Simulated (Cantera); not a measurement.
An adiabatic, constant-pressure homogeneous reactor starts with 7.44 % CH₄, 3.79 % H₂, 18.7 % O₂, 70.1 % N₂, at 1200 K and 140000 Pa.

Model: GRI-Mech 3.0 (53 species, 325 reactions), integrated in Cantera.

x: mole fraction; the columns are a selection and need not sum to one.

```tsv
t (s)	T (K)	x CH₄	x H₂	x O₂	x CH₃	x CO₂	x H
7.00e-6	1200	0.0744	0.0379	0.187	1.33e-8	<1e-12	9.77e-10
2.15e-5	1200	0.0744	0.0379	0.187	5.14e-8	<1e-12	(withheld)
6.62e-5	1200	0.0744	0.0379	0.187	2.52e-7	<1e-12	(withheld)
0.000204	1200	0.0744	0.0379	0.187	3.83e-6	1.92e-10	(withheld)
0.000626	1206	0.0735	0.0376	0.186	0.000133	2.21e-6	(withheld)
0.00192	2601	<1e-12	0.0102	0.0292	<1e-12	0.0527	(withheld)
0.00592	2622	<1e-12	0.00932	0.0256	<1e-12	0.0544	0.00345
0.0182	2618	<1e-12	0.00937	0.0245	<1e-12	0.0544	0.00341
0.0559	2618	<1e-12	0.00937	0.0245	<1e-12	0.0544	0.00341
0.172	2618	<1e-12	0.00937	0.0245	<1e-12	0.0544	0.00341
0.529	2618	<1e-12	0.00937	0.0245	<1e-12	0.0544	0.00341
1.63	2618	<1e-12	0.00937	0.0245	<1e-12	0.0544	0.00341
5.00	2618	<1e-12	0.00937	0.0245	<1e-12	0.0544	0.00341
```

### Question
Some entries are withheld; supply them.

### Answer

- 2.15e-5, x H: 1.80e-9
- 6.62e-5, x H: 6.10e-9
- 0.000204, x H: 8.39e-8
- 0.000626, x H: 3.89e-6
- 0.00192, x H: 0.00429
